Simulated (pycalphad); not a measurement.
## Phase fractions of Al-0.66Mg-0.24Mn-1.9Si (at.%)

All values are pycalphad results on the COST 507 light-alloy database (1999) (1 atm), not direct measurements. The database dates from 1999; later assessments differ in places, in temperatures and in the compounds included. The system is extrapolated from its subsystems; higher-order compounds may be missing. Amounts are mole fractions of atoms. Kinetics are ignored, which matters at the lower temperatures.

```json
[
 {"T (°C)": "652", "liquid": "1.000", "fcc": "-", "ALMNSI_ALPHA": "-", "diamond (Si)": "-", "MG2SI": "-"},
 {"T (°C)": "602", "liquid": "0.143", "fcc": "0.848", "ALMNSI_ALPHA": "0.009", "diamond (Si)": "-", "MG2SI": "-"},
 {"T (°C)": "552", "liquid": "-", "fcc": "0.982", "ALMNSI_ALPHA": "0.013", "diamond (Si)": "0.005", "MG2SI": "-"},
 {"T (°C)": "502", "liquid": "-", "fcc": "0.975", "ALMNSI_ALPHA": "0.013", "diamond (Si)": "0.009", "MG2SI": "0.003"},
 {"T (°C)": "452", "liquid": "-", "fcc": "0.970", "ALMNSI_ALPHA": "0.014", "diamond (Si)": "0.011", "MG2SI": "0.006"},
 {"T (°C)": "402", "liquid": "-", "fcc": "0.966", "ALMNSI_ALPHA": "0.014", "diamond (Si)": "0.012", "MG2SI": "0.008"},
 {"T (°C)": "352", "liquid": "-", "fcc": "0.964", "ALMNSI_ALPHA": "0.014", "diamond (Si)": "0.013", "MG2SI": "0.009"},
 {"T (°C)": "302", "liquid": "-", "fcc": "0.963", "ALMNSI_ALPHA": "0.014", "diamond (Si)": "0.014", "MG2SI": "0.009"},
 {"T (°C)": "252", "liquid": "-", "fcc": "0.963", "ALMNSI_ALPHA": "0.014", "diamond (Si)": "0.014", "MG2SI": "0.010"},
 {"T (°C)": "202", "liquid": "-", "fcc": "0.962", "ALMNSI_ALPHA": "0.014", "diamond (Si)": "0.014", "MG2SI": "0.010"},
 {"T (°C)": "152", "liquid": "-", "fcc": "0.962", "ALMNSI_ALPHA": "0.014", "diamond (Si)": "0.014", "MG2SI": "0.010"},
 {"T (°C)": "102", "liquid": "-", "fcc": "0.962", "ALMNSI_ALPHA": "0.014", "diamond (Si)": "0.014", "MG2SI": "0.010"}
]
```

Database names, with the compositions (at.%) that they take in these runs: ALMNSI_ALPHA: Al 70-73 Mn 17 Si 10-13; MG2SI: Mg 67 Si 33.
